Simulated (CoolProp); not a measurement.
n-perfluoropentane along the isobar 8.41 MPa: density (kg/m³) from the reference equation and from simpler models built on Tc = 421.0 K, pc = 2.063 MPa, ω = 0.436; each cubic takes its own stable root.

Computed with CoolProp (reference Helmholtz-energy equation of state, Gao 2022).

| T (K) | phase | reference |
|---|---|---|
| 178.7 | liquid | 1975 |
| 197.3 | liquid | 1923 |
| 215.8 | liquid | 1873 |
| 234.4 | liquid | 1822 |
| 252.9 | liquid | 1772 |
| 271.4 | liquid | 1722 |
| 290 | liquid | 1670 |
| 308.5 | liquid | 1617 |
| 327 | liquid | 1562 |
| 345.6 | liquid | 1504 |
| 364.1 | liquid | 1443 |
| 382.6 | liquid | 1379 |

Task: How far does each simpler model (van der Waals, Redlich-Kwong, Soave-Redlich-Kwong, Peng-Robinson) lie from the reference over these 12 states: mean and median of the absolute difference, and the worst?

Result: 
- van der Waals: mean 35.5 %, median 35.9 %, worst -39.4 % at 178.7 K and 8.41 MPa
- Redlich-Kwong: mean 9.4 %, median 9.3 %, worst -11.4 % at 178.7 K and 8.41 MPa
- Soave-Redlich-Kwong: mean 6.2 %, median 5.6 %, worst -9.3 % at 178.7 K and 8.41 MPa
- Peng-Robinson: mean 5.3 %, median 6.0 %, worst +6.9 % at 327 K and 8.41 MPa
